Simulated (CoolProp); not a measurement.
20 sccm (0 °C, 1 atm) of nitrogen bubbles through liquid methanol at 313.3 K and leaves saturated at a total pressure of 0.15 MPa (ideal gas phase). Each further row changes one setting.

Computed with CoolProp (reference Helmholtz-energy equation of state, de Reuck 1993).

```json
[
 {"case": "as stated", "vapour pressure (kPa)": "35.8", "mole fraction of vapour": "0.238", "delivery (mg/min)": "8.95", "delivery (sccm)": "6.26", "change of delivery for a bath 1 K warmer (%)": "6.3"},
 {"case": "bath temperature 318.3 K", "vapour pressure (kPa)": "45.0", "mole fraction of vapour": "0.300", "delivery (mg/min)": "12.2", "delivery (sccm)": "8.56", "change of delivery for a bath 1 K warmer (%)": "6.7"},
 {"case": "total pressure 0.3 MPa", "vapour pressure (kPa)": "35.8", "mole fraction of vapour": "0.119", "delivery (mg/min)": "3.87", "delivery (sccm)": "2.71", "change of delivery for a bath 1 K warmer (%)": "5.4"}
]
```
